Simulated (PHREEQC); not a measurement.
Nickel, zinc or cadmium bath (model solution)

Make-up at 55 °C: 2.9 mmol/kgw ZnSO4 and 68 mmol/kgw HCl. Closed to the air; pH follows from the charge balance.

All values are PHREEQC results (ion-association model, phreeqc.dat), not measurements.

pH: 1.26
ionic strength: 0.0734 mol/kgw
specific conductance: 42400 µS/cm
density: 0.987 g/cm³
total alkalinity: -68.0 meq/kg

```
species  molality  activity   log γ
-------  --------  --------  ------
Cl-        0.0674    0.0524  -0.109
H+         0.0656    0.0545  -0.081
HSO4-     0.00241   0.00190  -0.103
Zn+2      0.00228  0.000903  -0.403
ZnCl+    0.000543  0.000424  -0.107
SO4-2    0.000443  0.000174  -0.406
ZnSO4     4.47e-5   4.54e-5   0.007
ZnCl2     2.55e-5   2.60e-5   0.007
```

No solid was allowed to form. Away from 25 °C the constants follow the database's enthalpies or fits; those with neither stay at their 25 °C values.
